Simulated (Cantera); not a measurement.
Premixed flame

A freely propagating, adiabatic, planar premixed flame of 54.5 % H2, 9.11 % O2, 36.4 % N2, equivalence ratio 3.0, unburnt at 325 K and 0.220 bar; mixture-averaged transport, grid criteria slope 0.08 and curve 0.16, no radiation.

Computed with Cantera and the H2/O2 subset of GRI-Mech 3.0, which has no nitrogen chemistry. Burning velocities carry a grid error of a few per cent, more on coarse grids.

```json
[
 {"z (mm)": "-8.47", "T (K)": "325", "u (m/s)": "2.25", "x H2": "0.545", "x O2": "0.0911", "x O": "<1e-8", "x H2O": "<1e-8", "x HO2": "<1e-8", "x H": "<1e-8"},
 {"z (mm)": "-5.65", "T (K)": "325", "u (m/s)": "2.25", "x H2": "0.545", "x O2": "0.0911", "x O": "<1e-8", "x H2O": "<1e-8", "x HO2": "<1e-8", "x H": "<1e-8"},
 {"z (mm)": "-4.23", "T (K)": "325", "u (m/s)": "2.25", "x H2": "0.545", "x O2": "0.0911", "x O": "<1e-8", "x H2O": "<1e-8", "x HO2": "<1e-8", "x H": "<1e-8"},
 {"z (mm)": "-2.82", "T (K)": "325", "u (m/s)": "2.25", "x H2": "0.545", "x O2": "0.0911", "x O": "<1e-8", "x H2O": "6.75e-8", "x HO2": "2.52e-8", "x H": "<1e-8"},
 {"z (mm)": "-1.41", "T (K)": "353", "u (m/s)": "2.43", "x H2": "0.542", "x O2": "0.0914", "x O": "3.03e-6", "x H2O": "0.000678", "x HO2": "0.000108", "x H": "3.78e-5"},
 {"z (mm)": "-0.706", "T (K)": "612", "u (m/s)": "4.11", "x H2": "0.512", "x O2": "0.0845", "x O": "0.000102", "x H2O": "0.0216", "x HO2": "5.95e-5", "x H": "0.00580"},
 {"z (mm)": "0", "T (K)": "952", "u (m/s)": "6.23", "x H2": "0.443", "x O2": "0.0592", "x O": "0.000864", "x H2O": "0.0792", "x HO2": "2.00e-5", "x H": "0.0332"},
 {"z (mm)": "0.706", "T (K)": "1174", "u (m/s)": "7.67", "x H2": "0.374", "x O2": "0.0182", "x O": "0.00101", "x H2O": "0.158", "x HO2": "5.43e-6", "x H": "0.0630"},
 {"z (mm)": "1.41", "T (K)": "1268", "u (m/s)": "8.28", "x H2": "0.354", "x O2": "0.00295", "x O": "0.000294", "x H2O": "0.187", "x HO2": "8.32e-7", "x H": "0.0687"},
 {"z (mm)": "2.82", "T (K)": "1351", "u (m/s)": "8.78", "x H2": "0.356", "x O2": "0.000106", "x O": "9.32e-5", "x H2O": "0.194", "x HO2": "2.73e-8", "x H": "0.0614"},
 {"z (mm)": "5.65", "T (K)": "1436", "u (m/s)": "9.27", "x H2": "0.364", "x O2": "1.89e-5", "x O": "7.42e-5", "x H2O": "0.195", "x HO2": "<1e-8", "x H": "0.0499"},
 {"z (mm)": "11.3", "T (K)": "1521", "u (m/s)": "9.76", "x H2": "0.373", "x O2": "1.28e-5", "x O": "5.26e-5", "x H2O": "0.196", "x HO2": "<1e-8", "x H": "0.0377"},
 {"z (mm)": "22.6", "T (K)": "1596", "u (m/s)": "10.2", "x H2": "0.381", "x O2": "7.35e-6", "x O": "3.09e-5", "x H2O": "0.197", "x HO2": "<1e-8", "x H": "0.0266"}
]
```
x: mole fraction of selected species; z is measured from the peak of heat release.

```
Property                    Result
------------------------  --------
laminar burning velocity  225 cm/s
thermal thickness          2.82 mm
peak x(O)                  0.00125
peak x(HO2)               0.000141
peak x(H)                   0.0688
grid points                    145
```
